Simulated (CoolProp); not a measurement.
Saturation properties of ethylbenzene (Tc = 344.0 °C, pc = 3.622 MPa, ω = 0.304).

The numbers come from the reference Helmholtz-energy equation of state, Zhou 2012 in CoolProp.

```
T (°C)  p (MPa)  liquid density (kg/m³)  vapour density (kg/m³)  enthalpy of vaporisation (kJ/kg)
------  -------  ----------------------  ----------------------  --------------------------------
75.45   0.01406                   817.7                  0.5207                             370.4
84.65   0.01998                   809.3                  0.7230                             365.3
93.85   0.02779                   800.8                  0.9842                             360.2
103.05  0.03792                   792.2                   1.316                             354.9
112.25  0.05084                   783.5                   1.732                             349.6
121.45  0.06707                     ___                   2.245                             344.2
130.65      ___                   765.7                   2.871                             338.7
139.85   0.1118                   756.6                   3.627                             333.0
149.05   0.1415                   747.4                   4.531                             327.2
158.15   0.1766                   738.0                   5.590                             321.3
167.35   0.2186                   728.3                   6.850                             315.1
176.55   0.2678                   718.4                     ___                             308.7
185.75   0.3252                   708.3                   10.04                             302.1
```

Problem. What belongs in the gaps?

Solution. 
- 121.45, liquid density (kg/m³): 774.7
- 130.65, p (MPa): 0.08717
- 176.55, vapour density (kg/m³): 8.323

It boils at 136.2 °C under 1 atm.
